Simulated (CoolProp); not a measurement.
The fluid at 583.41 K and 3.19 MPa flows at 1.3 m/s in a round tube of 50 mm bore and 15 µm roughness, fully developed (64/Re and Nu = 3.66 if laminar; Colebrook and Gnielinski if turbulent). The same conditions are run with several fluids, on thermodynamics alone (safety and materials aside).

The numbers come from the reference Helmholtz-energy equation of state of each fluid (sulfur hexafluoride: Guder 2009; carbon dioxide: Span 1996; propane: Lemmon 2009; ammonia: Gao 2020; ethanol: Schroeder 2014) in CoolProp.

| fluid | Reynolds number | Darcy friction factor | pressure drop (Pa/m) | heat-transfer coefficient (W/(m² K)) | mass flow (kg/h) |
|---|---|---|---|---|---|
| sulfur hexafluoride | 227000 | 0.0175 | 28.9 | 296 | 900 |
| carbon dioxide | 68700 | 0.0207 | 10.2 | 120 | 269 |
| propane | 124000 | 0.0189 | ___ | 310 | 280 |
| ammonia | ___ | 0.0235 | 4.56 | 126 | 106 |
| ethanol | 121000 | 0.0189 | 10.6 | ___ | 305 |

Question: Some entries are withheld; supply them.

Answer: 
- propane, pressure drop (Pa/m): 9.72
- ammonia, Reynolds number: 35300
- ethanol, heat-transfer coefficient (W/(m² K)): 286

Transport values come from each fluid's own correlations.
